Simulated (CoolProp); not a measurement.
Vapour-liquid equilibrium of R125 (1) + fluoroethane (R161) (2) at 287.7 K; x and y are mole fractions of (1).

Values from CoolProp's multi-fluid Helmholtz-energy mixture model, Lemmon 2005 and Wu 2012; pair parameters Bell 2016.

```tsv
x	bubble pressure (bar)	y at the bubble point	dew pressure at overall composition x (bar)	liquid density (mol/L)
0.05	7.002	0.065	6.970	14.95
0.15	7.318	0.198	7.195	14.38
0.25	7.694	0.326	7.462	13.83
0.35	8.106	0.443	7.775	13.30
0.45	8.528	0.548	8.132	12.78
0.55	8.939	0.642	8.535	12.29
0.65	9.325	0.726	8.975	11.82
0.75	9.677	0.805	9.433	11.38
0.85	9.988	0.880	9.868	10.96
0.95	10.25	0.958	10.23	10.58
```

No azeotrope shows between x = 0.05 and 0.95.

Pair parameters are fitted to limited data, so mixtures are less certain than the pure fluids. The gap from Raoult's law changes sign with composition, which may be real or a fault of the pair parameters; it wasn't checked against measurements.
